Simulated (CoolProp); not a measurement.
Aqueous methanol as a coolant, at -1 °C, 1 atm.

Computed with CoolProp (Melinder's fits for secondary coolants).

```
mass %  freezing point (°C)  conductivity (W/(m K))  viscosity (mPa s)  density (kg/m³)  cp (kJ/(kg K))
------  -------------------  ----------------------  -----------------  ---------------  --------------
5.3                    -3.2                   0.531               2.26            990.8           4.283
9                      -5.8                   0.513               2.56            985.7           4.255
12.6                   -8.6                   0.496               2.84            981.2           4.204
16.3                  -11.7                   0.478               3.12            976.9           4.138
19.9                  -15.0                   0.461               3.36            972.8           4.067
23.5                  -18.5                   0.445               3.56            968.7           3.994
27.2                  -22.5                   0.429               3.71            964.2           3.919
30.8                  -26.6                   0.413               3.80            959.6           3.847
34.5                  -31.2                   0.397               3.84            954.5           3.773
38.1                  -36.0                   0.383               3.82            949.2           3.701
41.8                  -41.3                   0.369               3.74            943.4           3.623
45.4                  -46.9                   0.355               3.63            937.4           3.545
```
